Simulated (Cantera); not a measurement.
Input (Python, Cantera) and output of one run.

```python
import numpy as np
import cantera as ct

gas_names = """
    CL CL2 H HCL H2 Si SiCL SiCL2 SiCL3 SiCL4 SiH SiHCL3 SiH2 SiH2CL2 SiH3 SiH3CL SiH4 Si2 Si3
""".split()
cond_names = """
    Si(cr) Si(L)
""".split()


# ... load() reads the species with a 1 bar reference pressure and builds the phases ...
atoms = {
    'SiCl4': {'Si': 1, 'CL': 4},
    'HCl': {'H': 1, 'CL': 1},
    'H2': {'H': 2},
}
top_T = {}  # K; cautious upper limits of use, not melting points


# ... equilibrate(T, P, feed) seeds the gas with the atoms and calls Mixture.equilibrate('TP', solver="vcs", rtol=1e-11, max_steps=5000) ...
results = []
feed = {'SiCl4': 1, 'HCl': 0.73, 'H2': 16}  # mol
T = 523.15  # K
P = 100000  # Pa
mix = equilibrate(T, P, feed)
results.append((T, P, feed, dict(zip(mix.species_names, mix.species_moles))))
x = sorted(zip(gas.X, gas.species_names), reverse=True)
print(f"T = {T:g} K  P = {P:g} Pa  gas = {mix.phase_moles(0):.4g} mol")
print("   x: " + "  ".join(f"{s} {v:.3e}" for v, s in x if v > 1e-05))
print("   condensed (mol): " + ("  ".join(f"{mix.phase(i).name} {mix.phase_moles(i):.4g}"
      for i in range(1, mix.n_phases) if mix.phase_moles(i) > 1e-12) or "none"))
```

Result:

```
T = 523.15 K  P = 100000 Pa  gas = 17.73 mol
   x: H2 9.024e-01  SiCL4 5.640e-02  HCL 4.118e-02
   condensed (mol): none
```

These are equilibrium values from Cantera (NASA tables, ideal gas, pure condensed phases), not measurements of a reactor.
